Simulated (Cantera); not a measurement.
Charge: 1 mol Si3N4, 1.6 mol H2O, 160 mol H2, 0.078 mol CO2, equilibrated at 0.975 Torr.

Cantera equilibrium calculation (NASA polynomials, part measured and part estimated; ideal gas, pure solids and liquids). Candidate condensed phases: C, C6H6, C7H8, C8H18, H2O, Si, SiC, SiO2, Si2N2O, Si3N4; 151 gas species. Mutual solubility and eutectic melting of coexisting phases are not modelled. The tables hold silica as quartz up to 1696 K and as liquid above; real silica turns to tridymite and cristobalite and melts near 1996 K. Gases not in the tables: Si2H6 and higher silanes. Rates play no part.

### Question
Which condensed phases are stable at each of these points (T (°C)): 950, 1050, 1150, 1250, 1350, 1450, 1550, 1650, 1750?

### Answer
| T (°C) | condensed phases | Si condensed (%) |
|---|---|---|
| 950 | SiO2(β-quartz) + Si2N2O(s) | 99.9 |
| 1050 | SiO2(β-quartz) + Si2N2O(s) | 97.5 |
| 1150 | Si2N2O(s) | 88.1 |
| 1250 | Si(s) + SiC(s) + Si2N2O(s) | 59.9 |
| 1350 | Si(s) + SiC(s) | 43.0 |
| 1450 | Si(l) | 39.4 |
| 1550 | Si(l) | 23.5 |
| 1650 | gas only | 0.0 |
| 1750 | gas only | 0.0 |

From 950 °C to 1050 °C the condensed part is SiO2(β-quartz) + Si2N2O(s). At 1150 °C the condensed part is Si2N2O(s). At 1250 °C the condensed part is Si(s) + SiC(s) + Si2N2O(s). At 1350 °C the condensed part is Si(s) + SiC(s). From 1450 °C to 1550 °C the condensed part is Si(l). From 1650 °C to 1750 °C nothing is condensed.
